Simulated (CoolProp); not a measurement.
A simple Rankine cycle with R123: condensing at 306.15 K, boiler at 0.483 MPa, turbine inlet 499 K, turbine efficiency 0.75, pump efficiency 0.8, no recuperator. Each further row changes one setting.

Values from CoolProp's reference Helmholtz-energy equation of state, Younglove 1994. It is a modified Benedict-Webb-Rubin equation, recast in Helmholtz form.

```csv
case,thermal efficiency (%),net work (kJ/kg),heat in (kJ/kg),turbine exit temperature (K),volume ratio over the turbine
as stated,8.2,25.9,318,465.4,3.79
condensing temperature 298.15 K,9.5,31.1,326,458.9,4.99
boiler pressure 0.338 MPa,6.1,19.6,319,474.3,2.67
turbine efficiency 0.65,7.1,22.4,318,469.6,3.82
```
